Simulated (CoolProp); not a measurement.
Saturation properties of propylene.

Values from CoolProp's reference Helmholtz-energy equation of state, Lemmon 2013.

| T (°C) | p (bar) | liquid cp (kJ/(kg K)) | liquid viscosity (µPa s) |
|---|---|---|---|
| -105.45 | 0.02504 | 2.067 | 432 |
| -82.15 | 0.1517 | 2.095 | 301 |
| -58.95 | 0.5867 | 2.151 | 223 |
| -35.75 | 1.687 | 2.237 | 172 |
| -12.55 | 3.939 | 2.357 | 136 |
| 10.65 | 7.927 | 2.525 | 109 |
| 33.95 | 14.34 | 2.785 | 87.2 |
| 57.15 | 23.86 | 3.297 | 68.5 |
| 80.35 | 37.45 | 5.597 | 48.9 |

It boils at -47.6 °C under 1 atm.

Viscosity comes from a separate model (Huber 2003), an estimate that may be off by 10 % or more.
